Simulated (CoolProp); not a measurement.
Vapour-liquid equilibrium of R134a (1) + n-butane (2) at 324.3 K; x and y are mole fractions of (1).

Computed with CoolProp (multi-fluid Helmholtz-energy mixture model, Tillner-Roth 1994 and Bücker 2006; pair parameters Bell 2016).

```tsv
x	bubble pressure, mixture model (kPa)	bubble pressure, Raoult's law (kPa)	y, mixture model	y, Raoult's law
0.05	703.2	553.1	0.272	0.123
0.2	1060	679.9	0.536	0.399
0.35	1231	806.8	0.623	0.588
0.5	1326	933.6	0.678	0.726
0.65	1389	1060	0.733	0.831
0.8	1422	1187	0.809	0.914
0.95	1392	1314	0.935	0.981
```

The largest gap from Raoult's law is +55.9 % in bubble pressure, at x = 0.2. y crosses x between x = 0.8 and 0.95: the model has an azeotrope there.

The pair parameters rest on a limited set of measurements; away from them the model extrapolates. With so large a gap from Raoult's law the liquid may split in two, which this calculation doesn't test in full.
